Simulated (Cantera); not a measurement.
Charge: 1 mol Si, 0.78 mol CO2, a varied amount of N2, at 1773.15 K and 0.825 Torr.

Equilibrium computed with Cantera from the NASA thermochemical tables; the gas is ideal and each condensed phase is pure. Candidate condensed phases: C, Si, SiC, SiO2, Si2N2O, Si3N4; 34 gas species. The tables' values for SiN are old estimates; treat these amounts as uncertain. Equilibrium is a limit: real reactors are often held back by kinetics, nucleation or transport.

x: gas mole fraction; n: condensed amount in mol.

```
n(N2) (mol)   x N2   x SiO    x CO      x Si  n SiC(s)
-----------  -----  ------  ------  --------  --------
1.2          0.434   0.322   0.243  0.000663     0.109
1.7          0.521   0.272   0.206  0.000663     0.109
2.4          0.606   0.224   0.169  0.000662     0.109
3.4              ?       ?       ?  0.000662     0.108
4.9          0.758   0.137   0.104  0.000662     0.108
7            0.817   0.104  0.0786  0.000661     0.107
10           0.864  0.0766  0.0583  0.000660     0.106
14           0.899  0.0568  0.0434  0.000659     0.105
20           0.927  0.0409  0.0314  0.000657     0.102
29           0.948       ?       ?  0.000655    0.0993
42           0.964  0.0201  0.0157  0.000651    0.0949
60           0.974  0.0141  0.0112  0.000646    0.0888
```

Q: Complete the blanks.

A: 
- 29, x SiO: 0.0288
- 29, x CO: 0.0223
- 3.4, x N2: 0.685
- 3.4, x SiO: 0.179
- 3.4, x CO: 0.135
